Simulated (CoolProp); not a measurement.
Vapour pressure (kPa) of R1123: the reference equation beside estimates from Tc = 331.7 K, pc = 4549 kPa, ω = 0.243.

Values from CoolProp's reference Helmholtz-energy equation of state, Akasaka 2020.

```
T (K)  reference  Lee-Kesler  Peng-Robinson
-----  ---------  ----------  -------------
258.9      697.6       701.6          695.5
265.8      869.3       874.4          867.7
272.7       1071         ___           1070
279.6       1305        1311           1306
286.5        ___        1582            ___
293.4       1884         ___           1892
300.3       2237        2244           2250
307.2       2638         ___           2655
```

Task: Fill in the missing entries.

Result: 
- 272.7, Lee-Kesler: 1077
- 286.5, reference: 1575
- 286.5, Peng-Robinson: 1579
- 293.4, Lee-Kesler: 1891
- 307.2, Lee-Kesler: 2645

Absolute difference from the reference over all 8 rows, mean and median: Lee-Kesler 0.4 and 0.5 %, Peng-Robinson 0.3 and 0.3 %.
